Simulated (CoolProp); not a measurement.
Computed with CoolProp (reference Helmholtz-energy equation of state, Fiedler 2023).

Problem. Give the vapour pressure (MPa), liquid density (kg/m³), vapour density (kg/m³), enthalpy of vaporisation (kJ/kg) of saturated tetrahydrofuran at 390.8, 398.2 K.

Solution. 
```csv
T (K),p (MPa),liquid density (kg/m³),vapour density (kg/m³),enthalpy of vaporisation (kJ/kg)
390.8,0.421,773,10.2,374
398.2,0.499,763,12.0,368
```
